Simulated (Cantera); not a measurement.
A closed system holds: 1 mol SiH2Cl2, 0.065 mol HCl, 210 mol N2, 0.12 mol Cl2, held at 1048.15 K and 9400 Pa.

Method: chemical equilibrium by Gibbs-energy minimisation in Cantera with the NASA 1993 tables (ideal gas, pure condensed phases). Candidate condensed phases: NH4Cl, Si, Si3N4; 28 gas species. N2 is the only nitrogen source here; it is nearly inert below about 1500 K, so the nitride shown seldom forms there in practice. The numbers say what is thermodynamically allowed, not how fast it happens.

Base state: N2 0.990, HCl 0.00809, H2 0.000837, SiCl4 0.000700 (mole fractions); condensed: Si3N4(s).

Task: What changes in the equilibrium state with this change: SiH2Cl2 replaced by Si2Cl6?

Result: 
```csv
species,before,after
N2,0.990,0.992
SiCl4,0.000700,0.00737
HCl,0.00809,0.000307
H2,0.000837,3.71e-7
SiCl3,2.63e-6,1.53e-5
"Si3N4(s), mol",0.284,0.146
```
The feed counts by its element totals alone. The tables' values for SiCl3 are old estimates; treat these amounts as uncertain.
